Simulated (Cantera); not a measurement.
Input: 1 mol FeCl₃, 0.25 mol H₂O, 4.7 mol N₂, held at 1925 K and 0.133 bar.

These are equilibrium values from Cantera (NASA tables, ideal gas, pure condensed phases), not measurements of a reactor. The numbers say what is thermodynamically allowed, not how fast it happens.

| species | before | after |
|---|---|---|
| N₂ | 0.690 | 0.753 |
| HCl | 0.0710 | 0.0794 |
| FeCl₃ | 0.00120 | 0.0730 |
| FeCl₂ | 0.146 | 0.0632 |
| Cl | 0.0703 | 0.00342 |
| Cl₂ | 0.00220 | 0.0256 |
| O₂ | 0.0168 | 0.00222 |
| Fe₂Cl₆ | <1e-9 | 5.54e-5 |
| O | 0.000131 | 8.94e-9 |
| OH | 0.000133 | 1.79e-7 |
| NO | 0.00164 | 2.84e-5 |
| ClO | 5.32e-5 | 2.11e-6 |
| Fe₂Cl₄ | 9.65e-6 | 0.000199 |
| Fe₂O₃(s), mol | 0 | 0.0733 |
Gas species are given as mole fractions.

Problem. Name the change that produced these shifts.
A. temperature from 1925 K to 1198.15 K
B. pressure from 0.133 bar to 1.00 bar
C. temperature from 1925 K to 1250 K
D. N₂ from 4.7 to 400 mol

Solution. C, temperature from 1925 K to 1250 K
